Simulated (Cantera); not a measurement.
Source: NASA polynomial tables (part measured, part estimated), evaluated in Cantera. Values are per mole of reaction as written; species without (g) are pure solids or liquids, kept so even where they would boil at 1 bar.

Question: Between 700 and 2500 K, where is each reaction favourable under standard conditions?
- SiH4(g) = SiH2(g) + 2 H(g)

Answer: 
- SiH4(g) = SiH2(g) + 2 H(g): ΔG° is 479 kJ at 700 K and 2 kJ at 2500 K; it stays positive (K < 1). ΔH° is 667 kJ and ΔS° 266 J/K at 2500 K.
